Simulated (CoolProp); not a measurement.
The fluid at 298.15 K and 0.656 MPa is compressed adiabatically to 2.91 MPa with isentropic efficiency 0.7. The same conditions are run with several fluids, on thermodynamics alone (safety and materials aside).

Values from CoolProp's reference Helmholtz-energy equation of state of each fluid (carbonyl sulfide: Lemmon 2006; nitrogen: Span 2000; R404A: Lemmon 2003; nitrous oxide: Lemmon 2006; C2F6 (R116): Lemmon 2006). Blends and air are pseudo-pure fits.

Question: Rank carbonyl sulfide, nitrogen, R404A, nitrous oxide, C2F6 (R116) by work (kJ/kg), highest first.

Answer: nitrogen (236), nitrous oxide (135), carbonyl sulfide (92.2), R404A (47.6), C2F6 (R116) (35.7)

| fluid | final temperature (K) | final density (kg/m³) |
|---|---|---|
| carbonyl sulfide | 437.0 | 53.7 |
| nitrogen | 522.9 | 18.5 |
| R404A | 370.5 | 124 |
| nitrous oxide | 447.8 | 35.8 |
| C2F6 (R116) | 354.8 | 165 |
